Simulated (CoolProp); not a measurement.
n-octane along the isotherm 312.75 °C: Z from the reference equation and from simpler models built on Tc = 295.6 °C, pc = 2.484 MPa, ω = 0.398; each cubic takes its own stable root.

Computed with CoolProp (reference Helmholtz-energy equation of state, Beckmüller 2019).

| p (MPa) | phase | reference | van der Waals | Soave-Redlich-Kwong |
|---|---|---|---|---|
| 0.0393 | gas | 0.9948 | 0.9956 | 0.9951 |
| 0.0744 | gas | 0.9902 | 0.9917 | 0.9908 |
| 0.141 | gas | 0.9813 | 0.9841 | 0.9825 |
| 0.268 | gas | 0.9641 | 0.9694 | 0.9663 |
| 0.507 | gas | 0.9308 | 0.9408 | 0.9351 |
| 0.961 | gas | 0.8637 | 0.8818 | 0.8720 |
| 1.82 | gas | 0.7160 | 0.7443 | 0.7319 |
| 3.46 | supercritical | 0.2611 | 0.3511 | 0.3369 |
| 6.55 | supercritical | 0.3738 | 0.5336 | 0.4471 |
| 12.4 | supercritical | 0.6278 | 0.8920 | 0.7133 |
